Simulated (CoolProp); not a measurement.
The numbers come from the reference Helmholtz-energy equation of state, Zhou 2012 in CoolProp.

Q: Give the vapour pressure (bar), liquid density (kg/m³), liquid cp (kJ/(kg K)), vapour Z of saturated o-xylene at 389.6 K.

A: 
```json
[
 {"T (K)": "389.6", "p (bar)": "0.454", "liquid density (kg/m³)": "796", "liquid cp (kJ/(kg K))": "2.07", "vapour Z": "0.972"}
]
```
